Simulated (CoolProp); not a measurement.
A simple Rankine cycle with n-hexane: condensing at 313.15 K, boiler at 0.518 MPa, turbine inlet 444.8 K, turbine efficiency 0.65, pump efficiency 0.7, no recuperator. Each further row changes one setting.

The numbers come from the reference Helmholtz-energy equation of state, Thol 2019 in CoolProp.

| case | thermal efficiency (%) | net work (kJ/kg) | heat in (kJ/kg) | turbine exit temperature (K) | volume ratio over the turbine |
|---|---|---|---|---|---|
| as stated | 10.7 | 65.0 | 609 | 409.0 | 14.1 |
| turbine inlet 464.8 K | 10.4 | 68.7 | 658 | 429.5 | 14.0 |
| condensing temperature 305.15 K | 11.6 | 72.7 | 627 | 405.3 | 19.3 |
| boiler pressure 0.363 MPa | 9.4 | 57.7 | 614 | 414.8 | 9.68 |
| turbine efficiency 0.55 | 9.0 | 54.9 | 609 | 413.7 | 14.3 |
